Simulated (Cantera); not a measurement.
# Ammonia decomposition in nitride growth gas

A perfectly stirred reactor is fed with 32.3 % NH3, 67.7 % H2, at 760 Torr; it is held at 1850 K, and followed from long to short residence time.

Cantera simulation using the gas-phase N/H chemistry of the illustrative SiF4/NH3 mechanism in the Surface Chemkin manual (1991); the numbers are that mechanism's predictions, not measurements. Walls and surfaces, which speed up NH3 decomposition in real reactors, are not modelled.

```csv
τ (s),x NH3,x H2,x NH2,x N,x H,x NH,x N2
15,0.0178,0.867,2.54e-5,5.18e-8,0.000451,5.74e-7,0.115
3.6,0.0410,0.852,5.22e-5,8.41e-8,0.000396,1.05e-6,0.106
0.85,0.0957,0.818,0.000103,1.16e-7,0.000321,1.73e-6,0.0857
0.20,0.190,0.759,0.000172,1.34e-7,0.000250,2.41e-6,0.0499
0.047,0.274,0.707,0.000222,1.38e-7,0.000210,2.79e-6,0.0183
0.011,0.309,0.685,0.000240,1.35e-7,0.000194,2.87e-6,0.00485
0.0026,0.319,0.679,0.000235,1.19e-7,0.000182,2.66e-6,0.00106
0.00061,0.322,0.678,0.000194,6.66e-8,0.000149,1.81e-6,0.000152
```
x: mole fraction; the columns are a selection and need not sum to one.
